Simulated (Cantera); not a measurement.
**Catalytic combustion on Pt**

An isothermal plug-flow reactor at 975 K and 14.0 bar (inlet), inlet velocity 0.16 m/s, active area per volume 720 1/m; feed 0.538 % CO, 19.3 % O2, 80.2 % N2.

Cantera simulation using Deutschmann's 1995 Pt surface mechanism with GRI-Mech 3.0 gas chemistry; the numbers are that mechanism's predictions, not measurements. Catalytic surfaces can have several steady states; this one follows from the mechanism file's or the stated starting coverage. Mass transfer to the wall is taken as infinitely fast.

```tsv
z (m)	x CO	x O2	x H2O	x CO2	θ free Pt	θ O*
0.00019	0.00150	0.191	<1e-12	0.00388	0.0614	0.938
0.00042	0.000425	0.191	<1e-12	0.00497	0.0588	0.941
0.0009	3.50e-5	0.191	<1e-12	0.00536	0.0579	0.942
0.0019	2.03e-7	0.191	<1e-12	0.00539	0.0578	0.942
0.0042	1.47e-12	0.191	<1e-12	0.00539	0.0578	0.942
0.009	<1e-12	0.191	<1e-12	0.00539	0.0578	0.942
0.019	<1e-12	0.191	<1e-12	0.00539	0.0578	0.942
```
x: gas mole fraction; θ: surface coverage.
